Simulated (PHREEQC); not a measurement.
Consider water at 9.8 °C with 88 mmol/kgw H2SO4 and 7.8 mmol/kgw LiCl. Closed to the air; pH follows from the charge balance.

Computed with PHREEQC (Pitzer model, pitzer.dat).

Q: The ionic strength comes out as 0.160 mol/kgw. What activity coefficients do Cl-, Li+, SO4-2, H+, HSO4- get?

A: Cl- 0.73, Li+ 0.76, SO4-2 0.23, H+ 0.77, HSO4- 0.76. Single-ion values are on the MacInnes scale.

No solid was allowed to form. Away from 25 °C the constants follow the database's enthalpies or fits; those with neither stay at their 25 °C values.
